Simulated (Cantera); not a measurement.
## Thermodynamics of silicon oxide and oxynitride deposition, feed TEOS + N2O + N2

Input: 1 mol TEOS, 0.4 mol N2O, 18 mol N2, at 0.0825 Torr.

Cantera equilibrium calculation (NASA polynomials, part measured and part estimated; ideal gas, pure solids and liquids). Candidate condensed phases: C, C6H6, C7H8, C8H18, H2O, Si, SiC, SiO2, Si2N2O, Si3N4; 151 gas species. The feed counts by its element totals alone. Rates play no part.

From 602 °C to 677 °C the condensed part is C(graphite) + SiO2(β-quartz). From 752 °C to 977 °C the condensed part is C(graphite) + Si2N2O(s). From 1052 °C to 1127 °C the condensed part is C(graphite) + SiC(s).

| T (°C) | x N2 | x H2 | x CO | x H | x HCN | x SiO | x H2O | n C(graphite) | n SiO2(β-quartz) | n Si2N2O(s) | n SiC(s) |
|---|---|---|---|---|---|---|---|---|---|---|---|
| 602 | 0.597 | 0.325 | 0.0779 | 2.73e-9 | 2.31e-7 | <1e-12 | 1.13e-5 | 5.60 | 1.00 | 0 | 0 |
| 677 | 0.597 | 0.325 | 0.0779 | 3.02e-8 | 9.83e-7 | 1.74e-11 | 2.60e-6 | 5.60 | 1.00 | 0 | 0 |
| 752 | 0.563 | 0.314 | 0.123 | 2.33e-7 | 3.23e-6 | 2.54e-9 | 1.13e-6 | 4.10 | 0 | 0.500 | 0 |
| 827 | 0.563 | 0.314 | 0.123 | 1.38e-6 | 9.35e-6 | 7.33e-8 | 3.79e-7 | 4.10 | 0 | 0.500 | 0 |
| 902 | 0.563 | 0.314 | 0.123 | 6.55e-6 | 2.36e-5 | 1.37e-6 | 1.47e-7 | 4.10 | 0 | 0.500 | 0 |
| 977 | 0.563 | 0.314 | 0.123 | 2.58e-5 | 5.33e-5 | 1.79e-5 | 6.39e-8 | 4.10 | 0 | 0.500 | 0 |
| 1052 | 0.561 | 0.305 | 0.134 | 8.61e-5 | 0.000108 | 0.000114 | 3.23e-8 | 2.60 | 0 | 0 | 0.996 |
| 1127 | 0.561 | 0.305 | 0.134 | 0.000256 | 0.000205 | 0.000168 | 1.67e-8 | 2.60 | 0 | 0 | 0.995 |
x: gas mole fraction; n: condensed amount in mol.
